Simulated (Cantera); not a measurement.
An isothermal, constant-pressure homogeneous reactor starts with N2O : N2 = 1 : 5.3 (molar parts), at 1223 K and 56000 Pa. Integrator tolerance rtol = 1e-08.

Cantera simulation using GRI-Mech 3.0 (53 species, 325 reactions); the numbers are that mechanism's predictions, not measurements. GRI-Mech 3.0 was tuned for natural gas; its chemistry of N2O as a main component is partial and can be far from experiment. The mechanism lacks the step 2 NO + O2 → 2 NO2, which can matter for NO2 below about 1400 K. The temperature is held fixed by assumption; the heat of reaction is taken as removed at once.

**Question.** What does this change do: N2O 1 to 0.39 parts?

**Answer.** 
```csv
quantity,before,after
x(N2O) at 50.0 s,1.69e-7 (gas-phase equilibrium 8.40e-9),6.81e-8 (gas-phase equilibrium 5.88e-9)
x(O) at 50.0 s,1.41e-8 (gas-phase equilibrium 1.47e-8),9.45e-9 (gas-phase equilibrium 9.88e-9)
x(O2) at 50.0 s,0.0668 (gas-phase equilibrium 0.0735),0.0301 (gas-phase equilibrium 0.0331)
x(NO2) at 50.0 s,8.42e-5 (gas-phase equilibrium 1.00e-6),2.55e-5 (gas-phase equilibrium 4.61e-7)
x(N2) at 50.0 s,0.920 (gas-phase equilibrium 0.926),0.964 (gas-phase equilibrium 0.967)
x(NO) at 50.0 s,0.0132 (gas-phase equilibrium 0.000150),0.00596 (gas-phase equilibrium 0.000103)
```

**Question.** What does this change do: pressure from 56000 Pa to 5700 Pa?

**Answer.** 
```tsv
quantity	before	after
x(N2O) at 50.0 s	1.69e-7 (gas-phase equilibrium 8.40e-9)	0.0115 (gas-phase equilibrium 2.68e-9)
x(O) at 50.0 s	1.41e-8 (gas-phase equilibrium 1.47e-8)	1.89e-6 (gas-phase equilibrium 4.62e-8)
x(O2) at 50.0 s	0.0668 (gas-phase equilibrium 0.0735)	0.0606 (gas-phase equilibrium 0.0735)
x(NO2) at 50.0 s	8.42e-5 (gas-phase equilibrium 1.00e-6)	9.87e-6 (gas-phase equilibrium 3.20e-7)
x(N2) at 50.0 s	0.920 (gas-phase equilibrium 0.926)	0.913 (gas-phase equilibrium 0.926)
x(NO) at 50.0 s	0.0132 (gas-phase equilibrium 0.000150)	0.0152 (gas-phase equilibrium 0.000150)
```

**Question.** What does this change do: pressure from 56000 Pa to 1330 Pa?

**Answer.** 
| quantity | before | after |
|---|---|---|
| x(N2O) at 50.0 s | 1.69e-7 (gas-phase equilibrium 8.40e-9) | 0.0815 (gas-phase equilibrium 1.30e-9) |
| x(O) at 50.0 s | 1.41e-8 (gas-phase equilibrium 1.47e-8) | 2.58e-6 (gas-phase equilibrium 9.55e-8) |
| x(O2) at 50.0 s | 0.0668 (gas-phase equilibrium 0.0735) | 0.0317 (gas-phase equilibrium 0.0735) |
| x(NO2) at 50.0 s | 8.42e-5 (gas-phase equilibrium 1.00e-6) | 1.28e-6 (gas-phase equilibrium 1.55e-7) |
| x(N2) at 50.0 s | 0.920 (gas-phase equilibrium 0.926) | 0.879 (gas-phase equilibrium 0.926) |
| x(NO) at 50.0 s | 0.0132 (gas-phase equilibrium 0.000150) | 0.00817 (gas-phase equilibrium 0.000150) |
Radical loss at walls, strong at low pressure, is not modelled.
